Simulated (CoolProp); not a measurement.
Vapour pressure (bar) of C2F6 (R116): the reference equation beside estimates from Tc = 19.9 °C, pc = 30.48 bar, ω = 0.257. Clausius-Clapeyron is anchored at -57.15 °C with a constant enthalpy of vaporisation of 14.79 kJ/mol.

The numbers come from the reference Helmholtz-energy equation of state, Lemmon 2006 in CoolProp. It is a short technical equation, of lower accuracy than the large ones.

```
T (°C)   reference  Clausius-Clapeyron  van der Waals  Soave-Redlich-Kwong
------  ----------  ------------------  -------------  -------------------
-67.05       1.769               1.858          6.259           (withheld)
-57.15       2.760               2.760          7.912                2.769
-47.25  (withheld)               3.959     (withheld)                4.153
-37.35       5.938               5.510          12.00                6.001
-27.45       8.290          (withheld)          14.47           (withheld)
-17.55       11.27               9.884          17.23                11.45
-7.65        14.99               12.81          20.29                15.23
2.25         19.56               16.30          23.67                19.85
12.15        25.17          (withheld)          27.36           (withheld)
```

Problem. Some entries are withheld; supply them.

Solution. 
- -67.05, Soave-Redlich-Kwong: 1.768
- -47.25, reference: 4.123
- -47.25, van der Waals: 9.822
- -27.45, Clausius-Clapeyron: 7.467
- -27.45, Soave-Redlich-Kwong: 8.402
- 12.15, Clausius-Clapeyron: 20.40
- 12.15, Soave-Redlich-Kwong: 25.41

Absolute difference from the reference over all 9 rows, mean and median: Clausius-Clapeyron 9.8 and 9.9 %, van der Waals 97.0 and 74.5 %, Soave-Redlich-Kwong 1.0 and 1.1 %.
